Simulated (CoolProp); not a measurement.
50 sccm (0 °C, 1 atm) of nitrogen bubbles through liquid n-octane at 333.6 K and leaves saturated at a total pressure of 0.15 MPa (ideal gas phase). Each further row changes one setting.

Values from CoolProp's reference Helmholtz-energy equation of state, Beckmüller 2019.

```json
[
 {"case": "as stated", "vapour pressure (kPa)": "10.7", "mole fraction of vapour": "…", "delivery (mg/min)": "19.6", "delivery (sccm)": "…", "change of delivery for a bath 1 K warmer (%)": "4.7"},
 {"case": "bath temperature 338.6 K", "vapour pressure (kPa)": "13.2", "mole fraction of vapour": "0.0880", "delivery (mg/min)": "24.6", "delivery (sccm)": "…", "change of delivery for a bath 1 K warmer (%)": "4.6"},
 {"case": "total pressure 0.3 MPa", "vapour pressure (kPa)": "10.7", "mole fraction of vapour": "…", "delivery (mg/min)": "…", "delivery (sccm)": "1.85", "change of delivery for a bath 1 K warmer (%)": "…"}
]
```

Task: Fill in the missing entries.

Result: 
- as stated, mole fraction of vapour: 0.0713
- as stated, delivery (sccm): 3.84
- bath temperature 338.6 K, delivery (sccm): 4.82
- total pressure 0.3 MPa, mole fraction of vapour: 0.0357
- total pressure 0.3 MPa, delivery (mg/min): 9.42
- total pressure 0.3 MPa, change of delivery for a bath 1 K warmer (%): 4.5
